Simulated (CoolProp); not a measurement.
Vapour-liquid equilibrium of carbon dioxide (1) + CHF3 (R23) (2) at 238.4 K; x and y are mole fractions of (1).

Model: multi-fluid Helmholtz-energy mixture model, Span 1996 and Penoncello 2003; pair parameters Bell 2016, in CoolProp.

```tsv
x	bubble pressure (kPa)	y at the bubble point	dew pressure at overall composition x (kPa)	liquid density (mol/L)
0.05	879.8	0.072	871.9	18.02
0.15	929.6	0.205	908.5	18.54
0.25	977.3	0.325	947.2	19.10
0.35	1022	0.432	987.7	19.69
0.45	1063	0.530	1030	20.32
0.55	1101	0.621	1072	21.01
0.65	1134	0.706	1112	21.75
0.75	1163	0.788	1150	22.56
0.85	1187	0.870	1181	23.43
0.95	1206	0.955	1205	24.38
```

No azeotrope shows between x = 0.05 and 0.95.

The pair parameters rest on a limited set of measurements; away from them the model extrapolates.
